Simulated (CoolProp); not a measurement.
Properties of fluorine along the isobar 258 kPa.

The numbers come from the reference Helmholtz-energy equation of state, de Reuck 1990 in CoolProp.

```csv
T (K),phase,Z,Joule-Thomson coefficient (K/MPa),fugacity coefficient
139.5,gas,0.9818,___,0.9821
147.7,gas,0.9849,7.672,0.9851
155.9,gas,0.9873,6.858,0.9874
164.1,gas,0.9892,6.169,0.9893
172.2,gas,0.9908,___,0.9909
180.4,gas,0.9921,___,0.9921
188.6,gas,0.9932,4.645,0.9932
196.8,gas,0.9941,___,0.9941
205,gas,0.9948,3.929,0.9949
```

**Question.** Complete the blanks.

**Answer.** 
- 139.5, Joule-Thomson coefficient (K/MPa): 8.643
- 172.2, Joule-Thomson coefficient (K/MPa): 5.588
- 180.4, Joule-Thomson coefficient (K/MPa): 5.083
- 196.8, Joule-Thomson coefficient (K/MPa): 4.263
